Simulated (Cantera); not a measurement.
A closed system holds: 1 mol SiCl₄, 6.7 mol H₂O, 6.2 mol N₂, held at 0.100 bar.

These are equilibrium values from Cantera (NASA tables, ideal gas, pure condensed phases), not measurements of a reactor. Candidate condensed phases: H₂O, NH₄Cl, Si, SiO₂, Si₂N₂O, Si₃N₄; 47 gas species. The tables hold silica as quartz up to 1696 K and as liquid above; real silica turns to tridymite and cristobalite and melts near 1996 K. Gases not in the tables: Si(OH)₄. Kinetics and transport are ignored.

log p: log10 of the partial pressure in bar; n: condensed amount in mol.

| T (K) | log p N₂ | log p H₂O | log p HCl | log p Cl | log p H₂ | n SiO₂(β-quartz) | n SiO₂(condensed) |
|---|---|---|---|---|---|---|---|
| 1250 | -1.38 | -1.50 | -1.57 | -5.24 | ? | 1.00 | 0 |
| 1300 | -1.38 | -1.50 | -1.57 | -5.00 | ? | 1.00 | 0 |
| 1350 | -1.38 | -1.50 | -1.57 | -4.78 | ? | 1.00 | 0 |
| 1400 | -1.38 | -1.50 | -1.57 | -4.58 | ? | 1.00 | 0 |
| 1450 | -1.38 | -1.50 | -1.57 | -4.39 | ? | 1.00 | 0 |
| 1500 | -1.38 | -1.50 | -1.57 | -4.21 | ? | 1.00 | 0 |
| 1550 | -1.38 | -1.50 | -1.57 | -4.05 | ? | 1.00 | 0 |
| 1600 | -1.38 | -1.50 | -1.57 | -3.90 | ? | 1.00 | 0 |
| 1650 | -1.38 | -1.50 | -1.57 | -3.76 | ? | 1.00 | 0 |
| 1700 | -1.38 | -1.50 | -1.58 | -3.62 | ? | 0 | 1.00 |
| 1750 | -1.38 | -1.50 | -1.58 | -3.50 | ? | 0 | 1.000 |

Question: What belongs in the gaps?

Answer: 
- 1250, log p H₂: -5.43
- 1300, log p H₂: -5.21
- 1350, log p H₂: -4.99
- 1400, log p H₂: -4.79
- 1450, log p H₂: -4.59
- 1500, log p H₂: -4.41
- 1550, log p H₂: -4.24
- 1600, log p H₂: -4.08
- 1650, log p H₂: -3.93
- 1700, log p H₂: -3.78
- 1750, log p H₂: -3.65
